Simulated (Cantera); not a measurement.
Input: 1 mol B₂O₃, 0.086 mol H₂O, 0.13 mol N₂, equilibrated at 550 °C and 13.3 mbar.

Cantera equilibrium calculation (NASA polynomials, part measured and part estimated; ideal gas, pure solids and liquids). Candidate condensed phases: B, BN, B₂O₃, B₃O₃H₃, H₂O; 39 gas species. Gases not in the tables: H₃BO₃. Equilibrium is a limit: real reactors are often held back by kinetics, nucleation or transport.

Base state: N₂ 0.603, H₂O 0.395, (HBO₂)₃ 0.00227 (mole fractions); condensed: B₂O₃(l).

**Question.** What changes in the equilibrium state with this change: pressure from 13.3 mbar to 0.140 bar?

**Answer.** 
| species | before | after |
|---|---|---|
| N₂ | 0.603 | 0.604 |
| H₂O | 0.395 | 0.389 |
| (HBO₂)₃ | 0.00227 | 0.00717 |
| B₂O₃(l), mol | 0.999 | 0.998 |

**Question.** What changes in the equilibrium state with this change: pressure from 13.3 mbar to 1.33 mbar?

**Answer.** 
```
species        before     after
------------  -------  --------
N₂              0.603     0.602
H₂O             0.395     0.397
(HBO₂)₃       0.00227  0.000723
B₂O₃(l), mol    0.999     1.000
```
